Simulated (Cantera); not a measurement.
# Premixed flame

A freely propagating, adiabatic, planar premixed flame of CH₄ : C₂H₆ : C₃H₈ : O₂ : N₂ = 1 : 0.46 : 0.089 : 2.9 : 10.9 (molar parts), unburnt at 548 K and 130000 Pa; mixture-averaged transport, grid criteria slope 0.08 and curve 0.16, no radiation.

Cantera simulation using GRI-Mech 3.0 (53 species, 325 reactions); the numbers are that mechanism's predictions, not measurements. Burning velocities carry a grid error of a few per cent, more on coarse grids.

```csv
z (mm),T (K),u (m/s),x CH₄,x C₂H₆,x C₃H₈,x HO₂,x CH₂CO,x CO₂
-1.04,548,0.700,0.0649,0.0299,0.00578,1.99e-7,1.51e-8,4.78e-7
-0.694,553,0.709,0.0643,0.0297,0.00575,2.25e-6,3.12e-7,7.93e-6
-0.521,568,0.733,0.0633,0.0294,0.00571,1.05e-5,2.21e-6,4.80e-5
-0.347,664,0.869,0.0592,0.0281,0.00554,7.47e-5,2.92e-5,0.000492
-0.173,1102,1.49,0.0427,0.0184,0.00371,0.000215,0.000381,0.00473
-0.0868,1492,2.06,0.0267,0.00712,0.00110,0.000181,0.000897,0.0112
0,1844,2.59,0.00951,0.000494,1.91e-5,5.99e-5,0.000651,0.0208
0.0868,2024,2.86,0.00180,7.63e-6,1.19e-8,9.62e-6,0.000119,0.0302
0.173,2085,2.94,0.000292,1.97e-7,<1e-8,1.89e-6,1.77e-5,0.0372
0.347,2113,2.97,1.33e-5,<1e-8,<1e-8,3.23e-7,1.18e-6,0.0440
0.694,2128,2.99,1.99e-7,<1e-8,<1e-8,1.51e-7,2.61e-8,0.0469
1.39,2144,3.01,<1e-8,<1e-8,<1e-8,9.17e-8,<1e-8,0.0472
2.78,2160,3.03,<1e-8,<1e-8,<1e-8,4.35e-8,<1e-8,0.0470
```
x: mole fraction of selected species; z is measured from the peak of heat release.

```
Quantity                     Result
------------------------  ---------
laminar burning velocity  69.7 cm/s
thermal thickness          0.347 mm
peak x(HO₂)                0.000215
peak x(CH₂CO)              0.000970
grid points                     143
```
